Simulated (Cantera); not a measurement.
**Transport properties of process gases**

Gas mixture: 100 % C3H8, at 2.63 Torr, frozen composition.

Cantera's kinetic-theory transport with the Lennard-Jones parameters of GRI-Mech 3.0, ideal gas; thermal conductivity in the mixture-averaged form.

```
T (K)  ρ (kg/m³)  cp (J/kg/K)  μ (µPa s)  λ (mW/m/K)     Pr  D (cm²/s) CH4  D (cm²/s) C2H2  D (cm²/s) OH
-----  ---------  -----------  ---------  ----------  -----  -------------  --------------  ------------
400      0.00464         2134       10.9        30.7  0.756           61.9            45.2          84.4
500      0.00371         2549       13.3        44.9  0.754           92.8            68.4           125
600      0.00309         2917       15.5        59.8  0.755            128            95.2           172
700      0.00265         3237       17.5        75.0  0.757            168             125           224
800      0.00232         3512       19.4        90.1  0.757            212             158           281
900      0.00206         3749       21.2         105  0.758            260             195           343
```
D: mixture-averaged diffusion coefficient of that species in the mixture.
